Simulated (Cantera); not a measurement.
A perfectly stirred reactor is fed with CH4 : C2H6 : C3H8 : O2 : N2 = 1 : 0.034 : 0.61 : 6.46 : 42.6 (molar parts), at 0.280 bar; it is adiabatic with a 498 K inlet, and is followed from long to short residence time, starting on the burning branch (τ in s: 0.16, 0.062, 0.023, 0.0088, 0.0033, 0.0013, 0.00048, 0.00018, 6.8e-05, 2.6e-05).

Detailed kinetics in Cantera: GRI-Mech 3.0 (53 species, 325 reactions). GRI-Mech 3.0 was tuned for natural gas; its chemistry of propane as a main component is partial and can be far from experiment.

Q: Predict: blow-out, bracketed by the residence times tried; x(CH4) at τ = 0.160 s; x(C2H6) at τ = 0.160 s; x(C3H8) at τ = 0.160 s; x(H) at τ = 0.160 s; x(NO) at τ = 0.160 s; x(CH4) at τ = 1.30 ms; x(C2H6) at τ = 1.30 ms; x(C3H8) at τ = 1.30 ms; x(H) at τ = 1.30 ms; x(NO) at τ = 1.30 ms.

A: 
```
Quantity                                                                       Result
------------------------------------------------  -----------------------------------
blow-out, bracketed by the residence times tried  burning at 1.30 ms, out at 0.480 ms
x(CH4) at τ = 0.160 s                                                         5.26e-6
x(C2H6) at τ = 0.160 s                                                        4.53e-8
x(C3H8) at τ = 0.160 s                                                        7.75e-7
x(H) at τ = 0.160 s                                                          0.000330
x(NO) at τ = 0.160 s                                                          1.56e-5
x(CH4) at τ = 1.30 ms                                                        0.000335
x(C2H6) at τ = 1.30 ms                                                        2.61e-6
x(C3H8) at τ = 1.30 ms                                                        3.70e-5
x(H) at τ = 1.30 ms                                                           0.00405
x(NO) at τ = 1.30 ms                                                          3.92e-6
```
